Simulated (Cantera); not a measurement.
Charge: 1 mol trisilylamine, 7.5 mol N2, equilibrated at 17000 Pa.

Method: chemical equilibrium by Gibbs-energy minimisation in Cantera with the NASA 1993 tables (ideal gas, pure condensed phases). Candidate condensed phases: Si, Si3N4; 18 gas species. The feed counts by its element totals alone. The numbers say what is thermodynamically allowed, not how fast it happens. All values below are at 1773 K.

Base state: N2 0.571, H2 0.428, H 0.000452 (mole fractions); condensed: Si3N4(s).

### Question
What changes in the equilibrium state with this change: pressure from 17000 Pa to 1330 Pa?

### Answer
| species | before | after |
|---|---|---|
| N2 | 0.571 | 0.571 |
| H2 | 0.428 | 0.427 |
| H | 0.000452 | 0.00161 |
| Si | 1.88e-6 | 0.000131 |
| SiH | 6.25e-7 | 1.22e-5 |
| Si3N4(s), mol | 1.000 | 0.999 |
